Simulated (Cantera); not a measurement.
A closed system holds: 1 mol Ti(OiPr)4, 3 mol CH4, equilibrated at 308 Torr.

Method: chemical equilibrium by Gibbs-energy minimisation in Cantera with the NASA 1993 tables (ideal gas, pure condensed phases). Candidate condensed phases: C, C6H6, C7H8, C8H18, H2O, Ti, TiC, TiO, TiO2, Ti2O3, Ti3O5, Ti4O7; 113 gas species. The feed counts by its element totals alone. Kinetics and transport are ignored.

Problem. At 827 °C, list the 4 most abundant gas species with their mole fractions, and the condensed phases.

Solution. H2 0.896, CO 0.0888, CH4 0.0118, H2O 0.00292. Condensed: C(graphite) + TiO2(rutile).
